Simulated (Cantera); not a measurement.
**Fluorocarbon and chlorocarbon gases: c-C4F8 + HCl**

Feed: 1 mol c-C4F8, 0.085 mol HCl, at 13300 Pa.

Cantera equilibrium calculation (NASA polynomials, part measured and part estimated; ideal gas, pure solids and liquids). Candidate condensed phases: C, C6H6, C7H8, C8H18; 118 gas species. The feed counts by its element totals alone. The tables' values for C2F4 are old estimates; treat these amounts as uncertain. Gases not in the tables: C2F6 and larger saturated fluorocarbons. Kinetics and transport are ignored.

From 2027 °C to 2827 °C the condensed part is C(graphite). The main C-bearing gas is CF4 at 2027 °C and CF2 at 2827 °C.

| T (°C) | x F | x CF4 | x CF2 | x CF | x HF | x Cl | x CF3 | n C(graphite) |
|---|---|---|---|---|---|---|---|---|
| 2027 | 0.0552 | 0.646 | 0.211 | 0.000920 | 0.0335 | 0.0330 | 0.0201 | 1.77 |
| 2127 | 0.102 | 0.480 | 0.329 | 0.00242 | 0.0297 | 0.0294 | 0.0262 | 1.60 |
| 2227 | 0.172 | 0.297 | 0.446 | 0.00560 | 0.0252 | 0.0250 | 0.0285 | 1.37 |
| 2327 | 0.258 | 0.146 | 0.516 | 0.0113 | 0.0211 | 0.0210 | 0.0253 | 1.18 |
| 2427 | 0.353 | 0.0576 | 0.515 | 0.0203 | 0.0181 | 0.0181 | 0.0184 | 1.13 |
| 2527 | 0.445 | 0.0194 | 0.458 | 0.0329 | 0.0162 | 0.0161 | 0.0116 | 1.25 |
| 2627 | 0.530 | 0.00593 | 0.377 | 0.0495 | 0.0148 | 0.0148 | 0.00660 | 1.46 |
| 2727 | 0.602 | 0.00170 | 0.292 | 0.0697 | 0.0137 | 0.0137 | 0.00351 | 1.67 |
| 2827 | 0.656 | 0.000463 | 0.215 | 0.0927 | 0.0127 | 0.0127 | 0.00176 | 1.78 |
x: gas mole fraction; n: condensed amount in mol.
